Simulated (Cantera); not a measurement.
Charge: 1 mol B2O3, 0.95 mol H2O, 0.49 mol N2, held at 1700 °C and 100000 Pa.

Cantera equilibrium calculation (NASA polynomials, part measured and part estimated; ideal gas, pure solids and liquids). Candidate condensed phases: B, BN, B2O3, B3O3H3, H2O; 39 gas species. The numbers say what is thermodynamically allowed, not how fast it happens.

Base state: H2O 0.360, HBO2 0.331, N2 0.273, B2O3 0.0304, H2 0.00287, BO2 0.000955, O2 0.000865, OH 0.000860 (mole fractions); condensed: B2O3(l).

**Question.** What changes in the equilibrium state with this change: temperature from 1700 °C to 825 °C?

**Answer.** 
| species | before | after |
|---|---|---|
| H2O | 0.360 | 0.649 |
| N2 | 0.273 | 0.342 |
| (HBO2)3 | 0.000390 | 0.00920 |
| HBO2 | 0.331 | 0.000136 |
| B2O3 | 0.0304 | <1e-9 |
| BO2 | 0.000955 | <1e-9 |
| H | 7.23e-5 | <1e-9 |
| O | 1.60e-5 | <1e-9 |
| HBO | 1.33e-5 | <1e-9 |
| OH | 0.000860 | 6.64e-8 |
| B2O3(l), mol | 0.647 | 0.980 |
Gases not in the tables: H3BO3.
